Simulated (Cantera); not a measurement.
What does this Cantera script print?

```python
import numpy as np
import cantera as ct

gas = ct.Solution("gri30.yaml")
gas.TPX = 823, 690000, {'CH4': 1, 'O2': 1.33, 'N2': 5.01}
inlet = ct.Reservoir(gas, clone=True)
gas.equilibrate("HP")  # start burning
reactor = ct.IdealGasConstPressureReactor(gas, energy="on", clone=False)
exhaust = ct.Reservoir(gas, clone=True)
tau = [0.12, 0.053, 0.024, 0.011, 0.0051, 0.0024, 0.0011, 0.0005, 0.00023, 0.0001, 4.8e-05, 2.2e-05, 1e-05][0]
for a, b in ((inlet, reactor), (reactor, exhaust)):
    ct.MassFlowController(a, b, mdot=lambda t: reactor.mass / tau)
net = ct.ReactorNet([reactor])
show = ['CH4', 'O2', 'NO', 'NO2', 'C2H6']

rows = []
print(f"{'tau/s':>10s}{'T/K':>9s}" + "".join(f"{s:>11s}" for s in show))
for tau in [0.12, 0.053, 0.024, 0.011, 0.0051, 0.0024, 0.0011, 0.0005, 0.00023, 0.0001, 4.8e-05, 2.2e-05, 1e-05]:
    net.initial_time = 0.0
    net.advance(30 * tau)
    before = gas.X
    net.advance(40 * tau)
    drift = np.max(np.abs(gas.X - before) / (gas.X + 1e-9))
    rows.append([gas.T, *gas[show].X, drift])
    print(f"{tau:10.3e}{gas.T:9.1f}" + "".join(f"{x:11.3e}" for x in gas[show].X))
```

Output:

```
     tau/s      T/K        CH4         O2         NO        NO2       C2H6
 1.200e-01   2289.0  3.118e-05  1.286e-05  9.215e-05  1.021e-09  2.338e-10
 5.300e-02   2288.4  6.468e-05  2.469e-05  1.200e-04  1.365e-09  1.060e-09
 2.400e-02   2287.8  1.281e-04  4.888e-05  1.537e-04  1.819e-09  4.425e-09
 1.100e-02   2287.1  2.464e-04  9.842e-05  1.882e-04  2.358e-09  1.746e-08
 5.100e-03   2286.4  4.569e-04  1.988e-04  2.145e-04  2.940e-09  6.427e-08
 2.400e-03   2285.3  7.999e-04  3.968e-04  2.244e-04  3.549e-09  2.130e-07
 1.100e-03   2282.7  1.335e-03  8.039e-04  2.131e-04  4.243e-09  6.594e-07
 5.000e-04   2276.4  2.093e-03  1.620e-03  1.800e-04  5.015e-09  1.860e-06
 2.300e-04   2262.0  3.144e-03  3.217e-03  1.319e-04  5.778e-09  4.935e-06
 1.000e-04   2225.7  5.053e-03  6.976e-03  7.219e-05  6.345e-09  1.545e-05
 4.800e-05   2126.9  1.006e-02  1.745e-02  1.808e-05  5.419e-09  7.542e-05
 2.200e-05    823.0  1.362e-01  1.812e-01  8.071e-20  1.964e-20  2.330e-17
 1.000e-05    823.0  1.362e-01  1.812e-01 -2.001e-26 -4.869e-27  7.024e-20
```

Computed with Cantera and GRI-Mech 3.0 (53 species, 325 reactions).
